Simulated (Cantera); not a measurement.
A perfectly stirred reactor is fed with CH4 : H2 : O2 : N2 : CO2 = 1 : 0.093 : 4.99 : 18.8 : 1.1 (molar parts), equivalence ratio 0.41, at 101000 Pa; it is adiabatic with a 775 K inlet, and is followed from long to short residence time, starting on the burning branch (τ in s: 0.18, 0.07, 0.028, 0.011, 0.0043, 0.0017, 0.00067, 0.00027, 0.0001, 4.1e-05, 1.6e-05, 6.4e-06).

Detailed kinetics in Cantera: GRI-Mech 3.0 (53 species, 325 reactions).

Task: What does this change do: pressure from 101000 Pa to 500000 Pa?

Result: 
```tsv
quantity	before	after
blow-out, bracketed by the residence times tried	burning at 0.270 ms, out at 0.100 ms	burning at 0.670 ms, out at 0.270 ms
x(CH4) at τ = 0.180 s	9.28e-6	6.09e-6
x(H2) at τ = 0.180 s	2.79e-5	5.30e-6
x(O2) at τ = 0.180 s	0.113	0.113
x(O) at τ = 0.180 s	7.11e-5	9.45e-6
x(CH2) at τ = 0.180 s	1.02e-8	2.20e-9
x(CH4) at τ = 0.670 ms	0.000425	0.000396
x(H2) at τ = 0.670 ms	0.000985	0.000319
x(O2) at τ = 0.670 ms	0.117	0.117
x(O) at τ = 0.670 ms	0.00158	0.000184
x(CH2) at τ = 0.670 ms	8.59e-7	3.33e-7
```
